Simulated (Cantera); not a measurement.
A closed system holds: 1 mol TiO2, 0.94 mol CH4, 0.13 mol H2, equilibrated at 0.0280 bar.

These are equilibrium values from Cantera (NASA tables, ideal gas, pure condensed phases), not measurements of a reactor. Candidate condensed phases: C, C6H6, C7H8, C8H18, H2O, Ti, TiC, TiO, TiO2, Ti2O3, Ti3O5, Ti4O7; 113 gas species. Mutual solubility and eutectic melting of coexisting phases are not modelled. TiC, TiO: taken at fixed stoichiometry. Condensed phases not in the tables: Magnéli phases beyond Ti4O7, solid solutions among these carbides, nitrides and lower oxides. Equilibrium is a limit: real reactors are often held back by kinetics, nucleation or transport.

x: gas mole fraction; n: condensed amount in mol.

| T (K) | x H2 | x CO | x H | x CH4 | x H2O | x CO2 | n C(graphite) | n TiO2(rutile) | n Ti4O7(s) | n Ti3O5(s) | n TiC(s) | n Ti2O3(s) | n TiO(s) |
|---|---|---|---|---|---|---|---|---|---|---|---|---|---|
| 1000 | 0.991 | 0.00669 | 1.35e-8 | 0.00262 | 7.34e-5 | 7.11e-7 | 0.921 | 0.945 | 0.0137 | 0 | 0 | 0 | 0 |
| 1075 | 0.935 | 0.0636 | 8.48e-8 | 0.00110 | 0.000210 | 1.54e-5 | 0.801 | 0.453 | 0.137 | 0 | 0 | 0 | 0 |
| 1150 | 0.889 | 0.111 | 4.20e-7 | 0.000518 | 0.000129 | 1.35e-5 | 0.689 | 0 | 0.250 | 0 | 0 | 0 | 0 |
| 1225 | 0.857 | ? | ? | ? | 6.71e-5 | ? | ? | 0 | 0 | ? | 0 | 0 | 0 |
| 1300 | 0.738 | 0.262 | 5.68e-6 | 9.53e-5 | 6.21e-5 | 1.25e-5 | 0 | 0 | 0 | 0.258 | 0.227 | 0 | 0 |
| 1375 | 0.725 | 0.275 | 1.74e-5 | 2.72e-5 | 6.91e-5 | 1.27e-5 | 0 | 0 | 0 | 0 | 0.176 | 0.412 | 0 |
| 1450 | 0.724 | 0.275 | 4.81e-5 | 8.95e-6 | 7.56e-5 | 1.21e-5 | 0 | 0 | 0 | 0 | 0.176 | 0.412 | 0 |
| 1525 | 0.724 | 0.275 | 0.000120 | 3.30e-6 | 8.17e-5 | 1.15e-5 | 0 | 0 | 0 | 0 | 0.176 | 0.412 | 0 |
| 1600 | 0.724 | 0.275 | 0.000277 | 1.34e-6 | 8.75e-5 | 1.11e-5 | 0 | 0 | 0 | 0 | 0.176 | 0.412 | 0 |
| 1675 | 0.724 | 0.275 | 0.000590 | 5.90e-7 | 9.29e-5 | 1.07e-5 | 0 | 0 | 0 | 0 | 0.176 | 0.412 | 0 |
| 1750 | 0.723 | 0.275 | ? | ? | 9.80e-5 | 1.03e-5 | 0 | 0 | 0 | 0 | 0.176 | 0.412 | 0 |
| 1825 | 0.723 | 0.275 | 0.00224 | 1.42e-7 | 0.000103 | 9.98e-6 | 0 | 0 | 0 | 0 | 0.176 | 0.412 | 0 |
| 1900 | 0.678 | 0.318 | 0.00390 | 6.77e-8 | 0.000115 | 1.28e-5 | 0 | 0 | 0 | 0 | 0 | 0.0596 | 0.881 |

**Question.** Some entries are withheld; supply them.

**Answer.** 
- 1225, x CO: 0.142
- 1225, x H: 1.72e-6
- 1225, x CH4: 0.000270
- 1225, x CO2: 7.58e-6
- 1225, n C(graphite): 0.606
- 1225, n Ti3O5(s): 0.333
- 1750, x H: 0.00118
- 1750, x CH4: 2.80e-7
